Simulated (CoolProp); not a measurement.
A simple Rankine cycle with R143a: condensing at 292.15 K, boiler at 2.62 MPa, turbine inlet 343.8 K, turbine efficiency 0.7, pump efficiency 0.7, no recuperator. Each further row changes one setting.

The numbers come from the reference Helmholtz-energy equation of state, Lemmon and Jacobsen 2000 in CoolProp.

| case | thermal efficiency (%) | net work (kJ/kg) | heat in (kJ/kg) | turbine exit temperature (K) | volume ratio over the turbine |
|---|---|---|---|---|---|
| as stated | 6.3 | 12.4 | 198 | 307.1 | 2.65 |
| turbine inlet 363.8 K | 6.5 | 14.7 | 227 | 330.4 | 2.55 |
| condensing temperature 284.15 K | 7.6 | 15.9 | 210 | 299.7 | 3.34 |
| boiler pressure 1.83 MPa | 4.1 | 8.89 | 215 | 324.7 | 1.74 |
| turbine efficiency 0.6 | 5.2 | 10.3 | 198 | 308.9 | 2.68 |
